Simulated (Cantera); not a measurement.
**Equilibrium for calcination and drying: Mg(OH)2 + CO2**

Charge: 1 mol Mg(OH)2, 0.5 mol CO2, at 100 Torr.

Cantera equilibrium calculation (NASA polynomials, part measured and part estimated; ideal gas, pure solids and liquids). Candidate condensed phases: C, C6H6, C7H8, C8H18, H2O, Mg, MgCO3, MgO, Mg(OH)2; 116 gas species. The numbers say what is thermodynamically allowed, not how fast it happens.

At 573 K the condensed part is MgCO3(s) + MgO(s). From 598 K to 823 K the condensed part is MgO(s).

```
T (K)  log p H2O  log p CO2  log p H2  log p O2  n MgCO3(s)  n MgO(s)
-----  ---------  ---------  --------  --------  ----------  --------
573        -0.97      -1.57      <-12      <-12       0.250     0.750
598        -1.05      -1.35      <-12      <-12           0      1.00
623        -1.05      -1.35    -12.50    -12.79           0      1.00
648        -1.05      -1.35    -11.97    -12.26           0      1.00
673        -1.05      -1.35    -11.48    -11.77           0      1.00
698        -1.05      -1.35    -11.03    -11.31           0      1.00
723        -1.05      -1.35    -10.61    -10.88           0      1.00
748        -1.05      -1.35    -10.21    -10.48           0      1.00
773        -1.05      -1.35     -9.84    -10.11           0      1.00
798        -1.05      -1.35     -9.50     -9.76           0      1.00
823        -1.05      -1.35     -9.18     -9.42           0      1.00
```
log p: log10 of the partial pressure in bar; n: condensed amount in mol.
